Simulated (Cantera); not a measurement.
# CH3SiCl3 + CH4 + H2 (silicon carbide growth)

Input: 1 mol CH3SiCl3, 1.3 mol CH4, a varied amount of H2, held at 1075 K and 0.825 Torr.

Cantera equilibrium calculation (NASA polynomials, part measured and part estimated; ideal gas, pure solids and liquids). Candidate condensed phases: C, C6H6, C7H8, C8H18, Si, SiC; 109 gas species. The feed counts by its element totals alone. The tables' values for SiCl3 are old estimates; treat these amounts as uncertain. Kinetics and transport are ignored.

```csv
n(H2) (mol),x H2,x HCl,x SiCl4,x SiCl3,x SiCl2,x SiHCl3,x CH4,x SiH2Cl2,n C(graphite),n SiC(s)
3.2,0.679,0.313,0.00722,0.000304,0.000202,0.000195,2.29e-5,6.15e-7,1.37,0.931
7,0.767,0.231,0.00169,0.000102,9.78e-5,6.96e-5,2.92e-5,3.36e-7,1.32,0.975
15,0.855,0.145,0.000209,2.13e-5,3.44e-5,1.53e-5,3.63e-5,1.32e-7,1.31,0.994
34,0.924,0.0757,1.34e-5,2.71e-6,8.71e-6,2.03e-6,4.24e-5,3.60e-8,1.30,0.999
74,0.962,0.0377,7.58e-7,3.15e-7,2.07e-6,2.41e-7,4.59e-5,8.93e-9,1.30,1.000
160,0.982,0.0181,3.89e-8,3.40e-8,4.70e-7,2.62e-8,4.78e-5,2.06e-9,1.29,1.000
350,0.992,0.00844,1.79e-9,3.38e-9,1.01e-7,2.62e-9,4.88e-5,4.47e-10,1.28,1.000
780,0.996,0.00382,7.46e-11,3.11e-10,2.06e-8,2.42e-10,4.92e-5,9.17e-11,1.26,1.000
```
x: gas mole fraction; n: condensed amount in mol.

From 3.2 mol H2 to 780 mol H2 the condensed part is C(graphite) + SiC(s). The main Si-bearing gas is SiCl4 at 3.2 mol H2 and SiCl2 at 780 mol H2.
